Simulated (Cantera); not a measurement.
## Thermodynamics of silicon nitride deposition, feed SiH2Cl2 + NH3 + N2

Charge: 1 mol SiH2Cl2, 43 mol NH3, 5 mol N2, equilibrated at 1.00 bar.

These are equilibrium values from Cantera (NASA tables, ideal gas, pure condensed phases), not measurements of a reactor. Candidate condensed phases: NH4Cl, Si, Si3N4; 28 gas species. The tables' values for SiCl, SiN are old estimates; treat these amounts as uncertain. Gases not in the tables: Si2H6 and higher silanes. Rates play no part.

```
T (°C)   x H2   x N2   x HCl       x H   x SiCl2      x Si    x SiH2     x SiH  n Si3N4(s)  n Si(l)
------  -----  -----  ------  --------  --------  --------  --------  --------  ----------  -------
900     0.699  0.280  0.0217   9.85e-8   1.88e-8    <1e-12    <1e-12    <1e-12       0.333        0
1000    0.699  0.280  0.0217   5.96e-7   1.57e-7    <1e-12  3.01e-12    <1e-12       0.333        0
1100    0.699  0.280  0.0217   2.78e-6   9.54e-7    <1e-12  8.65e-11    <1e-12       0.333        0
1200    0.699  0.280  0.0216   1.06e-5   4.50e-6  1.17e-11   1.57e-9  3.51e-11       0.333        0
1300    0.699  0.280  0.0216   3.40e-5   1.73e-5  4.19e-10   1.95e-8  8.43e-10       0.333        0
1400    0.698  0.280  0.0215   9.52e-5   5.58e-5   9.74e-9   1.79e-7   1.38e-8       0.332        0
1500    0.698  0.280  0.0213  0.000238  0.000155   1.58e-7   1.27e-6   1.63e-7       0.328        0
1600    0.698  0.280  0.0209  0.000539  0.000373   1.88e-6   7.31e-6   1.47e-6       0.321        0
1700    0.698  0.280  0.0200   0.00113  0.000783   1.74e-5   3.50e-5   1.05e-5       0.306        0
1800    0.693  0.285  0.0191   0.00219   0.00116   9.97e-5  0.000110   4.77e-5           0    0.859
1900    0.691  0.284  0.0192   0.00401   0.00105  0.000283  0.000181  0.000110           0    0.830
```
x: gas mole fraction; n: condensed amount in mol.

From 900 °C to 1700 °C the condensed part is Si3N4(s). From 1800 °C to 1900 °C the condensed part is Si(l). The main Si-bearing gas is SiCl4 at 900 °C and SiCl2 at 1900 °C.
